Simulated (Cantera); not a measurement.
Input: 1 mol Fe, 0.24 mol H₂S, 43 mol CO, held at 1423.15 K and 22.0 mbar.

Method: chemical equilibrium by Gibbs-energy minimisation in Cantera with the NASA 1993 tables (ideal gas, pure condensed phases). Candidate condensed phases: C, C₆H₆, C₇H₈, C₈H₁₈, Fe, Fe(CO)₅, FeO, Fe(OH)₂, Fe(OH)₃, FeS, FeSO₄, FeS₂, Fe₂O₃, Fe₂(SO₄)₃, Fe₃O₄, H₂O, H₂SO₄, S; 127 gas species. Metal and sulfide melt together well below either melting point, which pure phases cannot show. Mutual solubility and eutectic melting of coexisting phases are not modelled. FeS: taken at fixed stoichiometry. The numbers say what is thermodynamically allowed, not how fast it happens.

Base state: CO 0.993, H₂ 0.00547, COS 0.000392, S₂ 0.000227, CO₂ 0.000194, CS₂ 0.000187, H₂S 6.58e-5, SH 1.31e-5 (mole fractions); condensed: Fe(γ) + FeS(s).

Problem. What changes in the equilibrium state with this change: temperature from 1423.15 K to 1750 K?

Solution. 
```csv
species,before,after
CO,0.993,0.991
H₂,0.00547,0.00536
S₂,0.000227,0.00228
Fe,1.22e-6,0.000633
S,1.61e-6,0.000158
H,3.32e-6,0.000115
SH,1.31e-5,0.000132
"Fe(γ), mol",0.817,0
"FeS(s), mol",0.183,0
"Fe(δ), mol",0,0.973
```
